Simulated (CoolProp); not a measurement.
Vapour-liquid equilibrium of R134a (1) + R152A (2) at 0.0732 MPa; x and y are mole fractions of (1).

Values from CoolProp's multi-fluid Helmholtz-energy mixture model, Tillner-Roth 1994 and Outcalt 1996; pair parameters Lemmon 2004.

Give the bubble temperature and the first vapour's composition at x = 0.05, 0.8, 0.95. Is there an azeotrope?

x = 0.05: 242.1 K, y = 0.047; x = 0.8: 241.1 K, y = 0.829; x = 0.95: 240.4 K, y = 0.960. y crosses x between x = 0.2 and 0.35: the model has an azeotrope there.

Pair parameters are fitted to limited data, so mixtures are less certain than the pure fluids.
